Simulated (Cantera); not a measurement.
**Transport properties of process gases**

Gas mixture: NO = 0.7 (molar parts), at 1330 Pa, frozen composition.

Cantera's kinetic-theory transport with the Lennard-Jones parameters of GRI-Mech 3.0, ideal gas; thermal conductivity in the mixture-averaged form. The composition is frozen, though it would react at the higher temperatures.

```tsv
T (K)	ρ (kg/m³)	cp (J/kg/K)	μ (µPa s)	λ (mW/m/K)	Pr	D (cm²/s) NH₃	D (cm²/s) OH	D (cm²/s) N₂
400	0.0120	998.6	23.1	32.4	0.712	28.7	39.3	25.7
550	0.00875	1028	28.9	42.0	0.707	51.5	67.5	44.4
700	0.00687	1067	34.0	51.3	0.707	79.2	101	66.7
850	0.00566	1104	38.6	60.2	0.708	111	140	92.3
1000	0.00481	1133	42.9	68.6	0.709	147	184	121
1150	0.00418	1153	47.0	76.7	0.707	187	232	153
1300	0.00370	1171	50.9	84.5	0.706	231	284	187
1450	0.00332	1186	54.7	91.9	0.706	278	341	225
1600	0.00301	1199	58.3	99.0	0.706	328	401	264
```
D: mixture-averaged diffusion coefficient of that species in the mixture.
